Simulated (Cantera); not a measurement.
Ignition delay

Mixture: 8.11 % CH3OH, 19.3 % O2, 72.6 % N2, at 698 Torr, adiabatic and at constant volume. Ignition delay is the time to a rise of 400 K.

Model: GRI-Mech 3.0 (53 species, 325 reactions), integrated in Cantera. GRI-Mech 3.0 was tuned for natural gas; its chemistry of methanol as a main component is partial and can be far from experiment.

```json
[
 {"T0 (K)": "1050", "delay (ms)": "190"},
 {"T0 (K)": "1100", "delay (ms)": "67.1"},
 {"T0 (K)": "1150", "delay (ms)": "26.1"},
 {"T0 (K)": "1200", "delay (ms)": "11.0"},
 {"T0 (K)": "1250", "delay (ms)": "5.01"},
 {"T0 (K)": "1300", "delay (ms)": "2.45"},
 {"T0 (K)": "1350", "delay (ms)": "1.28"}
]
```

```
Item                                                    Result
--------------------------------------------------  ----------
apparent activation energy between 1250 and 1350 K  190 kJ/mol
```
